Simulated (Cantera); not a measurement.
A closed system holds: 1 mol SF₆, 0.3 mol H₂, equilibrated at 39000 Pa.

These are equilibrium values from Cantera (NASA tables, ideal gas, pure condensed phases), not measurements of a reactor. Candidate condensed phases: S; 24 gas species. The tables' values for S₂F₂ (SSF₂), SF₃ are old estimates; treat these amounts as uncertain. Equilibrium is a limit: real reactors are often held back by kinetics, nucleation or transport.

x: gas mole fraction; nothing condenses.

| T (K) | x F | x S | x HF | x SF | x S₂ | x SF₂ |
|---|---|---|---|---|---|---|
| 3025 | 0.783 | 0.0691 | 0.0910 | 0.0277 | 0.0252 | ___ |
| 3100 | 0.782 | 0.0802 | 0.0899 | 0.0227 | 0.0223 | ___ |
| 3175 | 0.781 | 0.0906 | 0.0890 | 0.0185 | 0.0190 | ___ |
| 3250 | 0.780 | 0.100 | 0.0882 | 0.0149 | 0.0158 | ___ |
| 3325 | 0.779 | 0.108 | 0.0874 | 0.0119 | 0.0128 | ___ |
| 3400 | 0.777 | 0.115 | 0.0866 | 0.00952 | 0.0103 | ___ |
| 3475 | 0.776 | 0.121 | 0.0858 | 0.00759 | 0.00808 | ___ |

Problem. Fill in the missing entries.

Solution. 
- 3025, x SF₂: 0.00440
- 3100, x SF₂: 0.00247
- 3175, x SF₂: 0.00140
- 3250, x SF₂: 0.000794
- 3325, x SF₂: 0.000456
- 3400, x SF₂: 0.000265
- 3475, x SF₂: 0.000156
